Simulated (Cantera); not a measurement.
Adiabatic ignition

An adiabatic, constant-volume homogeneous reactor starts with 14.1 % CH₄, 4.80 % H₂, 17.1 % O₂, 64.0 % N₂, at 1025 K and 4.93 atm.

Computed with Cantera and GRI-Mech 3.0 (53 species, 325 reactions).

| t (s) | T (K) | P (bar) | x CH₄ | x H₂ | x O₂ | x H₂O₂ | x HCN | x H | x CO₂ |
|---|---|---|---|---|---|---|---|---|---|
| 3.00e-6 | 1025 | 5.00 | 0.141 | 0.0480 | 0.171 | <1e-12 | <1e-12 | 1.42e-11 | <1e-12 |
| 8.88e-6 | 1025 | 5.00 | 0.141 | 0.0480 | 0.171 | 7.80e-12 | <1e-12 | 2.05e-11 | <1e-12 |
| 2.63e-5 | 1025 | 5.00 | 0.141 | 0.0480 | 0.171 | 7.35e-11 | <1e-12 | 3.68e-11 | <1e-12 |
| 7.77e-5 | 1025 | 5.00 | 0.141 | 0.0480 | 0.171 | 7.48e-10 | <1e-12 | 7.11e-11 | <1e-12 |
| 0.000230 | 1025 | 5.00 | 0.141 | 0.0480 | 0.171 | 7.99e-9 | <1e-12 | 1.29e-10 | <1e-12 |
| 0.000681 | 1025 | 5.00 | 0.141 | 0.0480 | 0.171 | 8.47e-8 | <1e-12 | 3.35e-10 | <1e-12 |
| 0.00201 | 1025 | 5.00 | 0.141 | 0.0480 | 0.171 | 1.52e-6 | <1e-12 | 3.93e-9 | 2.19e-11 |
| 0.00596 | 1054 | 5.14 | 0.139 | 0.0470 | 0.168 | 0.000120 | <1e-12 | 3.70e-7 | 2.05e-6 |
| 0.0176 | 2638 | 14.3 | 6.35e-10 | 0.135 | 1.24e-5 | 1.98e-8 | 7.50e-7 | 0.00436 | 0.0193 |
| 0.0522 | 2638 | 14.3 | 6.35e-10 | 0.135 | 1.24e-5 | 1.98e-8 | 7.50e-7 | 0.00436 | 0.0193 |
| 0.154 | 2638 | 14.3 | 6.35e-10 | 0.135 | 1.24e-5 | 1.98e-8 | 7.50e-7 | 0.00436 | 0.0193 |
| 0.457 | 2638 | 14.3 | 6.35e-10 | 0.135 | 1.24e-5 | 1.98e-8 | 7.50e-7 | 0.00436 | 0.0193 |
| 1.35 | 2638 | 14.3 | 6.35e-10 | 0.135 | 1.24e-5 | 1.98e-8 | 7.50e-7 | 0.00436 | 0.0193 |
| 4.00 | 2638 | 14.3 | 6.35e-10 | 0.135 | 1.24e-5 | 1.98e-8 | 7.50e-7 | 0.00436 | 0.0193 |
x: mole fraction; the columns are a selection and need not sum to one.

```yaml
time_of_steepest_temperature_rise: 7.89 ms
temperature at 4.00 s: 2638 K
equilibrium_temperature: 2638 K
x(CH₄) at 4.00 s: 6.35e-10 (gas-phase equilibrium 7.14e-10)
x(H₂) at 4.00 s: 0.135 (gas-phase equilibrium 0.135)
x(O₂) at 4.00 s: 1.24e-5 (gas-phase equilibrium 1.24e-5)
```
